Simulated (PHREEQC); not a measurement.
1 kg of water holding 160 mmol/kgw NaHCO3 meets 20 L of dry gas (CO2 1 by moles) at fixed total pressure, at 25 °C; fugacities by Peng-Robinson. The gases take part in no redox reaction, some water evaporates into the gas, and hydrates or a liquid gas phase aren't modelled. Precipitation was switched off in this run.

All values are PHREEQC results (Pitzer model, pitzer.dat), not measurements.

| P (atm) | dissolved CO2 (all carbonate carbon) (mol/kgw) | φ of CO2 | pH |
|---|---|---|---|
| 1 | 0.192 | 0.994 | 6.95 |
| 2 | ___ | 0.989 | 6.65 |
| 3 | 0.257 | 0.983 | 6.47 |
| 5 | 0.320 | 0.972 | ___ |
| 7.5 | 0.396 | 0.959 | 6.08 |
| 10 | ___ | 0.945 | 5.97 |
| 15 | 0.612 | 0.919 | ___ |
| 20 | 0.743 | 0.892 | ___ |
| 30 | ___ | 0.840 | ___ |
| 40 | 1.18 | 0.789 | 5.46 |

Question: What belongs in the gaps?

Answer: 
- 2, dissolved CO2 (all carbonate carbon) (mol/kgw): 0.224
- 5, pH: 6.25
- 10, dissolved CO2 (all carbonate carbon) (mol/kgw): 0.471
- 15, pH: 5.81
- 20, pH: 5.70
- 30, dissolved CO2 (all carbonate carbon) (mol/kgw): 0.978
- 30, pH: 5.55

Species that the database lacks are ignored.
